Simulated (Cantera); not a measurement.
**Ignition delay**

Mixture: CH₄ : O₂ : N₂ : H₂O = 1 : 2.53 : 9.52 : 1.7 (molar parts), at 1.00 atm, adiabatic and at constant volume. Ignition delay is the time to a rise of 400 K.

Cantera simulation using GRI-Mech 3.0 (53 species, 325 reactions); the numbers are that mechanism's predictions, not measurements.

```csv
T0 (K),delay (ms)
1250,25.1
1350,7.06
1450,2.20
1550,0.773
1650,0.314
1750,0.146
1850,0.0758
1950,0.0430
2050,0.0262
2150,0.0169
```

```yaml
apparent activation energy between 1950 and 2150 K: 160 kJ/mol
```
